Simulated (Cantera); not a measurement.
Input (Python, Cantera) and output of one run.

```python
import numpy as np
import cantera as ct

gas_names = [...]  # 123 gases of nasa_gas.yaml made of C, H, O, Si
cond_names = """
    C(gr) C6H6(L) C7H8(L) C8H18(L),n-octa H2O(s) H2O(L) Si(cr) Si(L) SiC(b) SiO2(Lqz) SiO2(hqz) SiO2(L)
""".split()


# ... load() reads the species with a 1 bar reference pressure and builds the phases ...
atoms = {
    'SiC': {'Si': 1, 'C': 1},
    'O2': {'O': 2},
    'H2': {'H': 2},
}
top_T = {'C(gr)': 4500, 'SiC(b)': 3050}  # K; cautious upper limits of use, not melting points


# ... equilibrate(T, P, feed) seeds the gas with the atoms and calls Mixture.equilibrate('TP', solver="vcs", rtol=1e-11, max_steps=5000) ...
results = []
feed = {'SiC': 1, 'O2': 0.0039, 'H2': 360}  # mol
T = 1175  # K
P = 130  # Pa
mix = equilibrate(T, P, feed)
results.append((T, P, feed, dict(zip(mix.species_names, mix.species_moles))))
x = sorted(zip(gas.X, gas.species_names), reverse=True)
print(f"T = {T:g} K  P = {P:g} Pa  gas = {mix.phase_moles(0):.4g} mol")
print("   x: " + "  ".join(f"{s} {v:.3e}" for v, s in x if v > 0.0001))
print("   condensed (mol): " + ("  ".join(f"{mix.phase(i).name} {mix.phase_moles(i):.4g}"
      for i in range(1, mix.n_phases) if mix.phase_moles(i) > 1e-12) or "none"))
```

Output:

```
T = 1175 K  P = 130 Pa  gas = 360 mol
   x: H2 1.000e+00
   condensed (mol): SiC(b) 0.996
```

Cantera equilibrium calculation (NASA polynomials, part measured and part estimated; ideal gas, pure solids and liquids).
